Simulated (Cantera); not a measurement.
Input: 1 mol C₂H₆, 0.043 mol NH₃, 19 mol H₂, equilibrated at 0.00133 bar.

These are equilibrium values from Cantera (NASA tables, ideal gas, pure condensed phases), not measurements of a reactor. Candidate condensed phases: C, C₆H₆, C₇H₈, C₈H₁₈; 92 gas species. Kinetics and transport are ignored.

x: gas mole fraction; n: condensed amount in mol.

```json
[
 {"T (K)": "1623", "x H₂": "0.997", "x H": "0.00189", "x C₂H₂ (acetylene)": "[?]", "x N₂": "0.000936", "n C(graphite)": "2.00"},
 {"T (K)": "1723", "x H₂": "0.994", "x H": "0.00498", "x C₂H₂ (acetylene)": "[?]", "x N₂": "0.000907", "n C(graphite)": "1.99"},
 {"T (K)": "1823", "x H₂": "0.987", "x H": "0.0118", "x C₂H₂ (acetylene)": "[?]", "x N₂": "0.000864", "n C(graphite)": "1.99"},
 {"T (K)": "1923", "x H₂": "0.973", "x H": "0.0254", "x C₂H₂ (acetylene)": "[?]", "x N₂": "0.000803", "n C(graphite)": "1.97"},
 {"T (K)": "2023", "x H₂": "0.947", "x H": "0.0506", "x C₂H₂ (acetylene)": "[?]", "x N₂": "0.000725", "n C(graphite)": "1.95"},
 {"T (K)": "2123", "x H₂": "0.904", "x H": "0.0934", "x C₂H₂ (acetylene)": "[?]", "x N₂": "0.000630", "n C(graphite)": "1.92"},
 {"T (K)": "2223", "x H₂": "0.836", "x H": "0.160", "x C₂H₂ (acetylene)": "[?]", "x N₂": "0.000525", "n C(graphite)": "1.86"},
 {"T (K)": "2323", "x H₂": "0.739", "x H": "0.256", "x C₂H₂ (acetylene)": "[?]", "x N₂": "0.000419", "n C(graphite)": "1.79"}
]
```

**Question.** What belongs in the gaps?

**Answer.** 
- 1623, x C₂H₂ (acetylene): 3.47e-5
- 1723, x C₂H₂ (acetylene): 8.99e-5
- 1823, x C₂H₂ (acetylene): 0.000209
- 1923, x C₂H₂ (acetylene): 0.000439
- 2023, x C₂H₂ (acetylene): 0.000846
- 2123, x C₂H₂ (acetylene): 0.00150
- 2223, x C₂H₂ (acetylene): 0.00243
- 2323, x C₂H₂ (acetylene): 0.00358
